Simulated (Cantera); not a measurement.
Cantera run, input and output.

```python
import numpy as np
import cantera as ct

surf = ct.Interface("ptcombust.yaml", "Pt_surf")
gas = surf.adjacent["gas"]
gas.TPX = 525, 24000, {'H2': 0.0033, 'O2': 0.17, 'N2': 0.79, 'H2O': 0.017}
surf.TP = 525, 24000
reactor = ct.FlowReactor(gas, clone=False)
reactor.area = 0.0001  # m2
reactor.surface_area_to_volume_ratio = 2400  # 1/m
reactor.mass_flow_rate = 0.68 * reactor.area * gas.density  # inlet velocity 0.68 m/s
reactor.energy_enabled = False
wall = ct.ReactorSurface(surf, reactor, clone=False)
net = ct.ReactorNet([reactor])
net.rtol, net.atol = 1e-8, 1e-16
show, cover = ['H2', 'O2', 'H2O'], ['PT(S)', 'H(S)', 'O(S)', 'OH(S)', 'CO(S)', 'C(S)']

rows = []
print(f"{'z/m':>9s}{'u/(m/s)':>9s}" + "".join(f"{s:>13s}" for s in show + cover))
for z in [8.4e-05, 0.00014, 0.00023, 0.00039, 0.00065, 0.0011, 0.0018, 0.003, 0.005, 0.0084]:
    net.advance(z)
    rows.append([reactor.speed, *gas[show].X, *surf[cover].coverages])
    print(f"{z:9.4g}{rows[-1][0]:9.3g}" + "".join(f"{x:13.4e}" for x in rows[-1][1:]))
```

It prints:

```
      z/m  u/(m/s)           H2           O2          H2O        PT(S)         H(S)         O(S)        OH(S)        CO(S)         C(S)
  8.4e-05     0.68   2.7139e-03   1.7315e-01   1.8001e-02   2.3696e-02   1.1201e-09   9.6670e-01   9.5917e-03   4.3136e-21   2.7650e-25
  0.00014     0.68   2.4030e-03   1.7302e-01   1.8315e-02   2.0997e-02   8.8053e-10   9.6990e-01   9.0918e-03   1.2926e-20   8.3339e-25
  0.00023     0.68   2.0289e-03   1.7286e-01   1.8693e-02   1.7745e-02   6.3071e-10   9.7382e-01   8.4278e-03  -8.9258e-21  -5.7451e-25
  0.00039    0.679   1.5887e-03   1.7268e-01   1.9138e-02   1.3909e-02   3.9000e-10   9.7855e-01   7.5347e-03   2.9752e-27  -7.6998e-30
  0.00065    0.679   1.1741e-03   1.7251e-01   1.9557e-02   1.0290e-02   2.1586e-10   9.8316e-01   6.5404e-03   1.4687e-26   1.4731e-31
   0.0011    0.679   8.0838e-04   1.7236e-01   1.9926e-02   7.0924e-03   1.0448e-10   9.8743e-01   5.4742e-03  -1.4171e-25  -3.5265e-30
   0.0018    0.679   5.4432e-04   1.7225e-01   2.0193e-02   4.7805e-03   4.8689e-11   9.9070e-01   4.5209e-03  -3.5650e-26  -5.6632e-31
    0.003    0.679   3.4874e-04   1.7217e-01   2.0391e-02   3.0675e-03   2.0773e-11   9.9329e-01   3.6375e-03   5.6500e-27   3.6837e-31
    0.005    0.679   2.1793e-04   1.7211e-01   2.0523e-02   1.9228e-03   8.5415e-12   9.9519e-01   2.8887e-03  -2.8374e-26  -1.8740e-30
   0.0084    0.679   1.3279e-04   1.7208e-01   2.0609e-02   1.1810e-03   3.4046e-12   9.9655e-01   2.2685e-03  -2.0347e-26   2.3690e-29
```

Computed with Cantera and Deutschmann's 1995 Pt surface mechanism with GRI-Mech 3.0 gas chemistry. Catalytic surfaces can have several steady states; this one follows from the mechanism file's or the stated starting coverage. Mass transfer to the wall is taken as infinitely fast.
